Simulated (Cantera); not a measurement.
An isothermal, constant-pressure homogeneous reactor starts with 0.498 % C2H6, 99.5 % N2, at 1998 K and 1.01 bar.

Detailed kinetics in Cantera: GRI-Mech 3.0 (53 species, 325 reactions). GRI-Mech 3.0 stops at C3 and has no aromatics, soot or wall deposition, so with more carbon than oxygen in the feed, carbon stays in small species such as C2H2 where larger ones or solid carbon would form.

x: mole fraction; the columns are a selection and need not sum to one.

```csv
t (s),x C2H6,x CH2,x C2H4,x CH3,x C2H,x C2H2,x H2
0.000200,5.29e-7,4.72e-6,4.26e-5,0.000209,2.07e-6,0.00447,0.00877
0.000580,…,…,…,…,…,0.00461,0.00912
0.00168,4.92e-8,1.06e-6,3.23e-6,6.22e-5,1.29e-6,0.00470,0.00939
0.00488,9.90e-9,5.13e-7,8.98e-7,2.80e-5,1.34e-6,0.00478,0.00960
0.0141,9.18e-10,1.66e-7,3.74e-7,8.56e-6,1.39e-6,0.00481,0.00972
0.0410,2.85e-11,3.04e-8,3.24e-7,1.50e-6,1.42e-6,0.00481,0.00976
0.119,<1e-12,4.85e-9,3.23e-7,2.30e-7,1.45e-6,0.00481,0.00977
0.345,<1e-12,…,3.23e-7,…,1.45e-6,0.00481,0.00977
1.00,<1e-12,1.83e-9,3.23e-7,8.74e-8,1.45e-6,0.00481,0.00977
```

Task: What belongs in the gaps?

Result: 
- 0.000580, x C2H6: 1.52e-7
- 0.000580, x CH2: 1.92e-6
- 0.000580, x C2H4: 9.70e-6
- 0.000580, x CH3: 0.000110
- 0.000580, x C2H: 1.41e-6
- 0.345, x CH2: 2.59e-9
- 0.345, x CH3: 1.23e-7
